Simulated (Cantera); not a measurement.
A Cantera script and what it prints.

```python
import numpy as np
import cantera as ct

gas_names = [...]  # 114 gases of nasa_gas.yaml made of C, Fe, H, O
cond_names = """
    C(gr) C6H6(L) C7H8(L) C8H18(L),n-octa Fe(a) Fe(c) Fe(d) Fe(L) FeC5O5(L) FeO(s) FeO(L) Fe(OH)2(s)
    Fe(OH)3(s) Fe2O3(s) Fe3O4(s) H2O(s) H2O(L)
""".split()


# ... load() reads the species with a 1 bar reference pressure and builds the phases ...
atoms = {
    'Fe2O3': {'Fe': 2, 'O': 3},
    'CH4': {'C': 1, 'H': 4},
    'H2': {'H': 2},
}
top_T = {'C(gr)': 4500, 'Fe2O3(s)': 1830, 'Fe3O4(s)': 1870}  # K; cautious upper limits of use, not melting points


# ... equilibrate(T, P, feed) seeds the gas with the atoms and calls Mixture.equilibrate('TP', solver="vcs", rtol=1e-11, max_steps=5000) ...
results = []
feed = {'Fe2O3': 1, 'CH4': 4.8, 'H2': 11}  # mol
T = 1400  # K
P = 51  # Pa
mix = equilibrate(T, P, feed)
results.append((T, P, feed, dict(zip(mix.species_names, mix.species_moles))))
print(gas.report(threshold=0.001))
for i in range(1, mix.n_phases):
    print(f"{mix.phase(i).name:16s} {mix.phase_moles(i):12.5e} mol")
```

Result:

```
       temperature   1400 K
          pressure   51 Pa
           density   2.3315e-05 kg/m^3
  mean mol. weight   5.3214 kg/kmol
   phase of matter   gas

                          1 kg             1 kmol
                     ---------------   ---------------
          enthalpy        3.6461e+06        1.9402e+07  J
   internal energy        1.4586e+06        7.7619e+06  J
           entropy             47300         2.517e+05  J/K
    Gibbs function       -6.2573e+07       -3.3298e+08  J
 heat capacity c_p            6072.2             32312  J/K
 heat capacity c_v            4509.7             23998  J/K

                      mass frac. Y      mole frac. X     chem. pot. / RT
                     ---------------   ---------------   ---------------
                CO           0.66902            0.1271           -45.691
                H2           0.33061           0.87266           -26.121
     [ +112 minor]           0.00037        0.00023535

C(gr)             1.79986e+00 mol
Fe(c)             1.99929e+00 mol
FeC5O5(L)         0.00000e+00 mol
FeO(s)            0.00000e+00 mol
Fe(OH)2(s)        0.00000e+00 mol
Fe(OH)3(s)        0.00000e+00 mol
Fe2O3(s)          0.00000e+00 mol
Fe3O4(s)          0.00000e+00 mol
```

Cantera equilibrium calculation (NASA polynomials, part measured and part estimated; ideal gas, pure solids and liquids). Condensed phases not in the tables: cementite and carbon dissolved in iron.
